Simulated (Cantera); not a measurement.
## Boron, boron nitride and boron oxide: B + H2O + N2

A closed system holds: 1 mol B, 0.17 mol H2O, 45 mol N2, held at 86.0 Pa.

These are equilibrium values from Cantera (NASA tables, ideal gas, pure condensed phases), not measurements of a reactor. Candidate condensed phases: B, BN, B2O3, B3O3H3, H2O; 39 gas species. N2 is the only nitrogen source here; it is nearly inert below about 1500 K, so the nitride shown seldom forms there in practice. Mutual solubility and eutectic melting of coexisting phases are not modelled. The numbers say what is thermodynamically allowed, not how fast it happens.

```tsv
T (K)	x N2	x B	x H	x H2	x BO	x B2O3	x B2O2	x HBO	n BN(s)	n B2O3(l)	n B(s)
750	0.996	<1e-12	<1e-12	0.00380	<1e-12	<1e-12	<1e-12	<1e-12	0.887	0.0566	0
900	0.996	<1e-12	2.46e-10	0.00380	<1e-12	1.86e-11	<1e-12	1.80e-10	0.887	0.0566	0
1050	0.996	<1e-12	1.70e-8	0.00380	1.36e-11	3.79e-8	2.76e-11	4.90e-8	0.887	0.0565	0
1200	0.996	<1e-12	4.13e-7	0.00377	1.52e-8	1.07e-5	5.51e-8	3.16e-6	0.887	0.0546	0
1350	0.995	<1e-12	4.87e-6	0.00360	3.46e-6	0.000817	1.95e-5	7.73e-5	0.890	0.00883	0
1500	0.995	5.68e-12	3.57e-5	0.00354	8.51e-5	0.000886	0.000220	0.000324	0.876	0	0
1650	0.994	2.03e-9	0.000179	0.00334	0.000774	0.000282	0.000712	0.000679	0.844	0	0
1800	0.993	2.69e-7	0.000685	0.00315	0.00230	1.17e-5	0.000425	0.000593	0.831	0	0
1950	0.992	1.67e-5	0.00201	0.00264	0.00330	1.51e-7	9.06e-5	0.000285	0.829	0	0
2100	0.990	0.000572	0.00425	0.00160	0.00359	1.86e-9	1.54e-5	0.000102	0.801	0	0
2250	0.983	0.00622	0.00620	0.000599	0.00359	6.56e-11	2.88e-6	2.97e-5	0	0	0.536
2400	0.971	0.0176	0.00699	0.000166	0.00361	1.03e-11	6.77e-7	8.24e-6	0	0	0
```
x: gas mole fraction; n: condensed amount in mol.

From 750 K to 1350 K the condensed part is BN(s) + B2O3(l). From 1500 K to 2100 K the condensed part is BN(s). At 2250 K the condensed part is B(s). At 2400 K nothing is condensed.
